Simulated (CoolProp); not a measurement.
Values from CoolProp's reference Helmholtz-energy equation of state, Thol 2015.

Task: For octamethylcyclotetrasiloxane (D4), give the phase and the speed of sound (m/s), isothermal compressibility (1/MPa), fugacity coefficient at 103.85 °C and 5.46 bar.

Result: 
- 103.85 °C and 5.46 bar: liquid; speed of sound 672, isothermal compressibility 0.00305, fugacity coefficient 0.0196
